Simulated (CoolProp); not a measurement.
Saturation properties of tetrahydrofuran (Tc = 540.2 K, pc = 5.304 MPa, ω = 0.234).

Values from CoolProp's reference Helmholtz-energy equation of state, Fiedler 2023.

| T (K) | p (MPa) | vapour density (kg/m³) |
|---|---|---|
| 402.9 | 0.5538 | 13.21 |
| 410.7 | 0.6546 | 15.54 |
| 418.5 | 0.7686 | 18.18 |
| 426.3 | 0.8967 | 21.18 |
| 434.1 | 1.040 | 24.58 |
| 441.9 | 1.200 | 28.44 |
| 449.7 | 1.377 | 32.80 |
| 457.5 | 1.574 | 37.77 |
| 465.3 | 1.790 | 43.42 |
| 473.1 | 2.028 | 49.90 |
| 480.9 | 2.289 | 57.37 |
| 488.7 | 2.575 | 66.07 |
| 496.6 | 2.892 | 76.50 |
| 504.4 | 3.234 | 88.94 |
| 512.2 | 3.609 | 104.4 |

It boils at 339.1 K under 1 atm.
